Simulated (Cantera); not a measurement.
An isothermal, constant-pressure homogeneous reactor starts with CH₃OH : O₂ : N₂ = 0.011 : 0.0035 : 1 (molar parts), equivalence ratio 4.7, at 1123 K and 101000 Pa.

Model: GRI-Mech 3.0 (53 species, 325 reactions), integrated in Cantera. GRI-Mech 3.0 was tuned for natural gas; its chemistry of methanol as a main component is partial and can be far from experiment.

Task: Predict: x(O₂) at 200 s; x(C₂H₂) at 200 s; x(H₂) at 200 s; x(CO₂) at 200 s.

Result: 
| Property | Value |
|---|---|
| x(O₂) at 200 s | 1.66e-9 (gas-phase equilibrium <1e-12) |
| x(C₂H₂) at 200 s | 1.39e-8 (gas-phase equilibrium <1e-12) |
| x(H₂) at 200 s | 0.0150 (gas-phase equilibrium 0.0167) |
| x(CO₂) at 200 s | 0.000542 (gas-phase equilibrium 0.00215) |
